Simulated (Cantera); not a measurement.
A perfectly stirred reactor is fed with CO : O2 : H2O : N2 = 0.017 : 0.0086 : 0.014 : 1 (molar parts), equivalence ratio 0.99, at 6.10 bar; it is held at 1125 K, and followed from long to short residence time.

Cantera simulation using GRI-Mech 3.0 (53 species, 325 reactions); the numbers are that mechanism's predictions, not measurements.

**Question.** What does this change do: O2 0.0086 to 0.032 parts?

**Answer.** 
| quantity | before | after |
|---|---|---|
| x(CO) at τ = 8.30 s | 0.000587 | 0.000473 |
| x(O2) at τ = 8.30 s | 0.000414 | 0.0225 |
| x(H2O) at τ = 8.30 s | 0.0135 | 0.0133 |
| x(H2) at τ = 8.30 s | 4.79e-5 | 1.13e-6 |
| x(NO) at τ = 8.30 s | 5.52e-8 | 7.73e-9 |
| x(CO) at τ = 20.0 ms | 0.0136 | 0.0127 |
| x(O2) at τ = 20.0 ms | 0.00692 | 0.0285 |
| x(H2O) at τ = 20.0 ms | 0.0134 | 0.0132 |
| x(H2) at τ = 20.0 ms | 7.06e-5 | 2.45e-5 |
| x(NO) at τ = 20.0 ms | 8.94e-10 | 4.50e-10 |
